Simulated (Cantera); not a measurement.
Input: 1 mol SiO2, 3.9 mol CH4, 0.26 mol N2, equilibrated at 750 Torr.

These are equilibrium values from Cantera (NASA tables, ideal gas, pure condensed phases), not measurements of a reactor. Candidate condensed phases: C, C6H6, C7H8, C8H18, H2O, Si, SiC, SiO2, Si2N2O, Si3N4; 151 gas species. N2 is the only nitrogen source here; it is nearly inert below about 1500 K, so the nitride shown seldom forms there in practice. Mutual solubility and eutectic melting of coexisting phases are not modelled. The tables hold silica as quartz up to 1696 K and as liquid above; real silica turns to tridymite and cristobalite and melts near 1996 K. Gases not in the tables: Si2H6 and higher silanes. Kinetics and transport are ignored.

Which condensed phases are stable at each of these points (T (K)): 1300, 1375, 1450, 1525, 1600, 1675, 1750, 1825, 1900, 1975, 2050, 2125?


```json
[
 {"T (K)": "1300", "condensed phases": "C(graphite) + SiO2(β-quartz) + Si2N2O(s)", "Si condensed (%)": "100.0"},
 {"T (K)": "1375", "condensed phases": "C(graphite) + SiO2(β-quartz) + Si2N2O(s)", "Si condensed (%)": "100.0"},
 {"T (K)": "1450", "condensed phases": "C(graphite) + SiO2(β-quartz) + Si2N2O(s)", "Si condensed (%)": "100.0"},
 {"T (K)": "1525", "condensed phases": "C(graphite) + SiO2(β-quartz) + Si2N2O(s)", "Si condensed (%)": "100.0"},
 {"T (K)": "1600", "condensed phases": "C(graphite) + SiC(s) + SiO2(β-quartz) + Si2N2O(s)", "Si condensed (%)": "99.7"},
 {"T (K)": "1675", "condensed phases": "C(graphite) + SiC(s) + Si2N2O(s)", "Si condensed (%)": "99.3"},
 {"T (K)": "1750", "condensed phases": "C(graphite) + SiC(s)", "Si condensed (%)": "99.0"},
 {"T (K)": "1825", "condensed phases": "C(graphite) + SiC(s)", "Si condensed (%)": "98.8"},
 {"T (K)": "1900", "condensed phases": "C(graphite) + SiC(s)", "Si condensed (%)": "98.5"},
 {"T (K)": "1975", "condensed phases": "C(graphite) + SiC(s)", "Si condensed (%)": "98.3"},
 {"T (K)": "2050", "condensed phases": "C(graphite) + SiC(s)", "Si condensed (%)": "97.9"},
 {"T (K)": "2125", "condensed phases": "C(graphite) + SiC(s)", "Si condensed (%)": "97.5"}
]
```

From 1300 K to 1525 K the condensed part is C(graphite) + SiO2(β-quartz) + Si2N2O(s). At 1600 K the condensed part is C(graphite) + SiC(s) + SiO2(β-quartz) + Si2N2O(s). At 1675 K the condensed part is C(graphite) + SiC(s) + Si2N2O(s). From 1750 K to 2125 K the condensed part is C(graphite) + SiC(s).
